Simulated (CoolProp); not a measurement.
Vapour pressure (bar) of decamethylcyclopentasiloxane (D5): the reference equation beside estimates from Tc = 618.3 K, pc = 10.78 bar, ω = 0.631. Clausius-Clapeyron is anchored at 410.6 K with a constant enthalpy of vaporisation of 50.00 kJ/mol.

Computed with CoolProp (reference Helmholtz-energy equation of state, Thol 2019).

```tsv
T (K)	reference	Lee-Kesler	Clausius-Clapeyron	Redlich-Kwong	Soave-Redlich-Kwong	Peng-Robinson
398	0.07357	0.07606	0.07471	0.4451	0.07590	0.08010
404.3	0.09397	0.09636	0.09455	0.5157	0.09621	0.1009
410.6	0.1188	0.1210	0.1188	0.5943	0.1208	0.1261
416.9	0.1487	0.1505	0.1482	0.6814	0.1504	0.1561
423.2	0.1845	0.1857	0.1837	0.7774	0.1857	0.1919
429.6	0.2276	0.2281	0.2270	0.8847	0.2283	0.2347
435.9	0.2776	0.2771	0.2780	1.000	0.2776	0.2843
442.2	0.3360	0.3343	0.3383	1.127	0.3351	0.3419
448.5	0.4038	0.4006	0.4096	1.264	0.4020	0.4087
454.9	0.4832	0.4783	0.4946	1.415	0.4804	0.4869
461.2	0.5729	0.5661	0.5925	1.576	0.5692	0.5751
467.5	0.6752	0.6660	0.7063	1.749	0.6705	0.6756
473.8	0.7911	0.7794	0.8381	1.936	0.7855	0.7896
```

Absolute difference from the reference over all 13 rows, mean and median: Lee-Kesler 1.3 and 1.2 %, Clausius-Clapeyron 1.7 and 0.7 %, Redlich-Kwong 284.8 and 260.2 %, Soave-Redlich-Kwong 1.0 and 0.7 %, Peng-Robinson 3.2 and 2.4 %.
